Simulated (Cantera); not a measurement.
Cantera run:

```python
import numpy as np
import cantera as ct

gas_names = [...]  # 116 gases of nasa_gas.yaml made of C, H, Mg, O
cond_names = """
    C(gr) C6H6(L) C7H8(L) C8H18(L),n-octa H2O(s) H2O(L) Mg(cr) Mg(L) MgCO3(s) MgO(s) MgO(L) MgO2H2(s)
""".split()


# ... load() reads the species with a 1 bar reference pressure and builds the phases ...
atoms = {
    'Mg(OH)2': {'Mg': 1, 'O': 2, 'H': 2},
    'CO2': {'C': 1, 'O': 2},
}
top_T = {'C(gr)': 4500}  # K; cautious upper limits of use, not melting points


# ... equilibrate(T, P, feed) seeds the gas with the atoms and calls Mixture.equilibrate('TP', solver="vcs", rtol=1e-11, max_steps=5000) ...
results = []
feed = {'Mg(OH)2': 1, 'CO2': 0.6}  # mol
P = 320000  # Pa
for T in [650, 750, 850, 950, 1050, 1150, 1250, 1350, 1450, 1550, 1650, 1750]:
    mix = equilibrate(T, P, feed)
    results.append((T, P, feed, dict(zip(mix.species_names, mix.species_moles))))

top = {s: max(r[3][s] / sum(r[3][g] for g in gas_names) for r in results) for s in gas_names}
cols = sorted((s for s in top if top[s] > 1e-06), key=lambda s: -top[s])[:8]
seen = [c for c in cond_names if any(r[3].get(c, 0) > 1e-12 for r in results)]
print("log10 of partial pressures in bar; condensed amounts in mol")
print(f"{'T/K':>10s}" + "".join(f"{s[:9]:>10s}" for s in cols + seen))
for T, P, feed, n in results:
    ng = sum(n[g] for g in gas_names)
    print(f"{T:10.4g}" + "".join(f"{np.log10(max(n[s] / ng * P / 1e5, 1e-99)):10.3f}" for s in cols)
          + "".join(f"{n.get(c, 0):10.4g}" for c in seen))
```

It prints:

```
log10 of partial pressures in bar; condensed amounts in mol
       T/K       H2O       CO2        CO        O2        H2        OH         H    MgO2H2  MgCO3(s)    MgO(s)
       650     0.438    -0.339   -12.905   -11.232   -10.935   -13.419   -20.329   -18.623    0.4328    0.5672
       750     0.301     0.079   -10.292    -9.546    -9.283   -11.331   -17.142   -15.858         0         1
       850     0.301     0.079    -8.656    -8.176    -7.949    -9.660   -14.663   -13.638         0         1
       950     0.301     0.079    -7.374    -7.080    -6.898    -8.336   -12.704   -11.887         0         1
      1050     0.301     0.079    -6.343    -6.181    -6.050    -7.261   -11.116   -10.469         0         1
      1150     0.301     0.079    -5.498    -5.430    -5.351    -6.369    -9.803    -9.299         0         1
      1250     0.301     0.079    -4.792    -4.794    -4.764    -5.619    -8.698    -8.317         0         1
      1350     0.301     0.079    -4.194    -4.248    -4.265    -4.979    -7.755    -7.481         0         1
      1450     0.301     0.079    -3.681    -3.775    -3.835    -4.426    -6.942    -6.762         0         1
      1550     0.301     0.079    -3.236    -3.361    -3.461    -3.944    -6.232    -6.136         0         1
      1650     0.301     0.079    -2.846    -2.997    -3.131    -3.521    -5.607    -5.588         0         1
      1750     0.300     0.078    -2.503    -2.675    -2.839    -3.145    -5.053    -5.103         0         1
```

Equilibrium computed with Cantera from the NASA thermochemical tables; the gas is ideal and each condensed phase is pure.
